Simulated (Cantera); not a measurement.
Input (Python, Cantera) and output of one run.

```python
import numpy as np
import cantera as ct

gas_names = """
    N NO NO2 NO3 N2 N2O O O2 O3 Si SiN SiO SiO2 Si2 Si2N Si3
""".split()
cond_names = """
    Si(cr) Si(L) SiO2(Lqz) SiO2(hqz) SiO2(L) Si2N2O(s) Si3N4(a)
""".split()


# ... load() reads the species with a 1 bar reference pressure and builds the phases ...
atoms = {
    'Si': {'Si': 1},
    'O2': {'O': 2},
    'N2': {'N': 2},
}
top_T = {'Si2N2O(s)': 2100, 'Si3N4(a)': 2400}  # K; cautious upper limits of use, not melting points


# ... equilibrate(T, P, feed) seeds the gas with the atoms and calls Mixture.equilibrate('TP', solver="vcs", rtol=1e-11, max_steps=5000) ...
results = []
T = 1673.15  # K
P = 1333.22  # Pa
for m in [23, 29, 36, 45, 56, 71, 88, 110, 140, 170, 220, 270, 340]:
    feed = {'Si': 1, 'O2': 0.1, 'N2': m}  # mol
    mix = equilibrate(T, P, feed)
    results.append((T, P, feed, dict(zip(mix.species_names, mix.species_moles))))
    x = sorted(zip(gas.X, gas.species_names), reverse=True)
    print(f"T = {T:g} K  P = {P:g} Pa  n(N2) = {m:g} mol  gas = {mix.phase_moles(0):.4g} mol")
    print("   x: " + "  ".join(f"{s} {v:.3e}" for v, s in x if v > 1e-05))
    print("   condensed (mol): " + ("  ".join(f"{mix.phase(i).name} {mix.phase_moles(i):.4g}"
          for i in range(1, mix.n_phases) if mix.phase_moles(i) > 1e-12) or "none"))
```

Output:

```
T = 1673.15 K  P = 1333.22 Pa  n(N2) = 23 mol  gas = 22.44 mol
   x: N2 9.988e-01  SiO 1.178e-03
   condensed (mol): Si2N2O(s) 0.1736  Si3N4(a) 0.2088
T = 1673.15 K  P = 1333.22 Pa  n(N2) = 29 mol  gas = 28.44 mol
   x: N2 9.988e-01  SiO 1.178e-03
   condensed (mol): Si2N2O(s) 0.1665  Si3N4(a) 0.2111
T = 1673.15 K  P = 1333.22 Pa  n(N2) = 36 mol  gas = 35.46 mol
   x: N2 9.988e-01  SiO 1.178e-03
   condensed (mol): Si2N2O(s) 0.1582  Si3N4(a) 0.2138
T = 1673.15 K  P = 1333.22 Pa  n(N2) = 45 mol  gas = 44.47 mol
   x: N2 9.988e-01  SiO 1.178e-03
   condensed (mol): Si2N2O(s) 0.1476  Si3N4(a) 0.2174
T = 1673.15 K  P = 1333.22 Pa  n(N2) = 56 mol  gas = 55.49 mol
   x: N2 9.988e-01  SiO 1.178e-03
   condensed (mol): Si2N2O(s) 0.1346  Si3N4(a) 0.2217
T = 1673.15 K  P = 1333.22 Pa  n(N2) = 71 mol  gas = 70.51 mol
   x: N2 9.988e-01  SiO 1.178e-03
   condensed (mol): Si2N2O(s) 0.1169  Si3N4(a) 0.2275
T = 1673.15 K  P = 1333.22 Pa  n(N2) = 88 mol  gas = 87.54 mol
   x: N2 9.988e-01  SiO 1.178e-03
   condensed (mol): Si2N2O(s) 0.09689  Si3N4(a) 0.2342
T = 1673.15 K  P = 1333.22 Pa  n(N2) = 110 mol  gas = 109.6 mol
   x: N2 9.988e-01  SiO 1.178e-03
   condensed (mol): Si2N2O(s) 0.07093  Si3N4(a) 0.2428
T = 1673.15 K  P = 1333.22 Pa  n(N2) = 140 mol  gas = 139.6 mol
   x: N2 9.988e-01  SiO 1.178e-03
   condensed (mol): Si2N2O(s) 0.03554  Si3N4(a) 0.2545
T = 1673.15 K  P = 1333.22 Pa  n(N2) = 170 mol  gas = 169.7 mol
   x: N2 9.988e-01  SiO 1.178e-03
   condensed (mol): Si2N2O(s) 0.0001456  Si3N4(a) 0.2663
T = 1673.15 K  P = 1333.22 Pa  n(N2) = 220 mol  gas = 219.7 mol
   x: N2 9.991e-01  SiO 9.105e-04
   condensed (mol): Si3N4(a) 0.2662
T = 1673.15 K  P = 1333.22 Pa  n(N2) = 270 mol  gas = 269.7 mol
   x: N2 9.993e-01  SiO 7.416e-04
   condensed (mol): Si3N4(a) 0.2661
T = 1673.15 K  P = 1333.22 Pa  n(N2) = 340 mol  gas = 339.7 mol
   x: N2 9.994e-01  SiO 5.888e-04
   condensed (mol): Si3N4(a) 0.266
```

Cantera equilibrium calculation (NASA polynomials, part measured and part estimated; ideal gas, pure solids and liquids). Mutual solubility and eutectic melting of coexisting phases are not modelled.
